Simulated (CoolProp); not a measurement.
Properties of R236FA along the isotherm 105.25 °C.

Computed with CoolProp (reference Helmholtz-energy equation of state, Pan 2012).

```json
[
 {"p (MPa)": "0.342", "phase": "gas", "density (kg/m³)": "17.33", "speed of sound (m/s)": "142.2", "Joule-Thomson coefficient (K/MPa)": "11.02", "expansivity (1/kK)": "3.136", "Prandtl number": "0.694", "fugacity coefficient": "0.9554"},
 {"p (MPa)": "0.684", "phase": "gas", "density (kg/m³)": "(withheld)", "speed of sound (m/s)": "135.7", "Joule-Thomson coefficient (K/MPa)": "11.83", "expansivity (1/kK)": "3.798", "Prandtl number": "0.712", "fugacity coefficient": "0.9112"},
 {"p (MPa)": "1.03", "phase": "gas", "density (kg/m³)": "58.70", "speed of sound (m/s)": "128.4", "Joule-Thomson coefficient (K/MPa)": "12.86", "expansivity (1/kK)": "4.752", "Prandtl number": "0.738", "fugacity coefficient": "0.8669"},
 {"p (MPa)": "1.37", "phase": "gas", "density (kg/m³)": "84.19", "speed of sound (m/s)": "120.1", "Joule-Thomson coefficient (K/MPa)": "(withheld)", "expansivity (1/kK)": "6.204", "Prandtl number": "0.775", "fugacity coefficient": "0.8233"},
 {"p (MPa)": "1.71", "phase": "gas", "density (kg/m³)": "115.7", "speed of sound (m/s)": "110.1", "Joule-Thomson coefficient (K/MPa)": "16.14", "expansivity (1/kK)": "8.810", "Prandtl number": "0.838", "fugacity coefficient": "0.7794"},
 {"p (MPa)": "2.05", "phase": "gas", "density (kg/m³)": "159.7", "speed of sound (m/s)": "97.03", "Joule-Thomson coefficient (K/MPa)": "(withheld)", "expansivity (1/kK)": "15.40", "Prandtl number": "0.991", "fugacity coefficient": "0.7343"},
 {"p (MPa)": "2.39", "phase": "liquid", "density (kg/m³)": "(withheld)", "speed of sound (m/s)": "191.3", "Joule-Thomson coefficient (K/MPa)": "1.541", "expansivity (1/kK)": "9.703", "Prandtl number": "3.37", "fugacity coefficient": "0.6570"},
 {"p (MPa)": "2.74", "phase": "liquid", "density (kg/m³)": "1003", "speed of sound (m/s)": "205.8", "Joule-Thomson coefficient (K/MPa)": "1.297", "expansivity (1/kK)": "8.415", "Prandtl number": "3.30", "fugacity coefficient": "0.5829"},
 {"p (MPa)": "3.08", "phase": "liquid", "density (kg/m³)": "1016", "speed of sound (m/s)": "218.0", "Joule-Thomson coefficient (K/MPa)": "1.124", "expansivity (1/kK)": "7.551", "Prandtl number": "3.25", "fugacity coefficient": "0.5271"},
 {"p (MPa)": "3.42", "phase": "liquid", "density (kg/m³)": "1027", "speed of sound (m/s)": "228.8", "Joule-Thomson coefficient (K/MPa)": "0.9903", "expansivity (1/kK)": "6.905", "Prandtl number": "(withheld)", "fugacity coefficient": "0.4824"},
 {"p (MPa)": "3.76", "phase": "liquid", "density (kg/m³)": "1036", "speed of sound (m/s)": "238.7", "Joule-Thomson coefficient (K/MPa)": "0.8820", "expansivity (1/kK)": "6.399", "Prandtl number": "3.21", "fugacity coefficient": "0.4458"},
 {"p (MPa)": "4.1", "phase": "liquid", "density (kg/m³)": "(withheld)", "speed of sound (m/s)": "247.7", "Joule-Thomson coefficient (K/MPa)": "0.7921", "expansivity (1/kK)": "5.988", "Prandtl number": "3.20", "fugacity coefficient": "0.4153"},
 {"p (MPa)": "4.44", "phase": "liquid", "density (kg/m³)": "1054", "speed of sound (m/s)": "256.2", "Joule-Thomson coefficient (K/MPa)": "0.7158", "expansivity (1/kK)": "5.647", "Prandtl number": "3.19", "fugacity coefficient": "0.3896"},
 {"p (MPa)": "4.79", "phase": "liquid", "density (kg/m³)": "1061", "speed of sound (m/s)": "264.3", "Joule-Thomson coefficient (K/MPa)": "0.6483", "expansivity (1/kK)": "5.349", "Prandtl number": "3.19", "fugacity coefficient": "0.3669"}
]
```

Question: Fill in the missing entries.

Answer: 
- 0.684, density (kg/m³): 36.58
- 1.37, Joule-Thomson coefficient (K/MPa): 14.21
- 2.05, Joule-Thomson coefficient (K/MPa): 19.39
- 2.39, density (kg/m³): 987.9
- 3.42, Prandtl number: 3.23
- 4.1, density (kg/m³): 1045

Viscosity comes from a separate model (Huber 2003), an estimate that may be off by 10 % or more. Thermal conductivity comes from a separate model (Huber 2003), an estimate that may be off by 10 % or more.
